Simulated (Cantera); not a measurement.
An adiabatic, constant-volume homogeneous reactor starts with C3H8 : O2 : N2 = 1 : 6.76 : 54 (molar parts), at 1575 K and 5.00 bar.

Detailed kinetics in Cantera: GRI-Mech 3.0 (53 species, 325 reactions). GRI-Mech 3.0 was tuned for natural gas; its chemistry of propane as a main component is partial and can be far from experiment.

Question: Predict: time of steepest temperature rise; temperature at 1.00 s; equilibrium temperature; x(O2) at 1.00 s; x(N2O) at 1.00 s.

Answer: time of steepest temperature rise: 20.5 µs
temperature at 1.00 s: 2561 K
equilibrium temperature: 2561 K
x(O2) at 1.00 s: 0.0247 (gas-phase equilibrium 0.0247)
x(N2O) at 1.00 s: 1.52e-6 (gas-phase equilibrium 1.52e-6)
